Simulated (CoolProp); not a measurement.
n-perfluorohexane at 293.15 K and 0.012 MPa is compressed adiabatically to 0.0309 MPa with isentropic efficiency 0.6. Each further row changes one setting.

Values from CoolProp's reference Helmholtz-energy equation of state, Gao 2022.

```tsv
case	work (kJ/kg)	final temperature (K)	final density (kg/m³)
as stated	11.3	307.5	4.18
efficiency 1	6.81	302.0	4.27
efficiency 0.65	10.5	306.4	4.20
```
